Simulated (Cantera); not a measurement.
Input: 1 mol SiCl4, 73 mol N2, held at 975 K and 1.13 Torr.

Cantera equilibrium calculation (NASA polynomials, part measured and part estimated; ideal gas, pure solids and liquids). Candidate condensed phases: Si, Si3N4; 13 gas species. The numbers say what is thermodynamically allowed, not how fast it happens.

Base state: N2 0.986, SiCl4 0.0135 (mole fractions); condensed: gas only.

Problem. What changes in the equilibrium state with this change: temperature from 975 K to 1500 K?

Solution. 
| species | before | after |
|---|---|---|
| N2 | 0.986 | 0.981 |
| SiCl4 | 0.0135 | 0.00969 |
| Cl | 8.20e-7 | 0.00530 |
| SiCl2 | 1.50e-9 | 0.00157 |
| SiCl3 | 8.46e-7 | 0.00219 |
| Cl2 | 1.44e-8 | 1.23e-5 |
The tables' values for SiCl3 are old estimates; treat these amounts as uncertain.
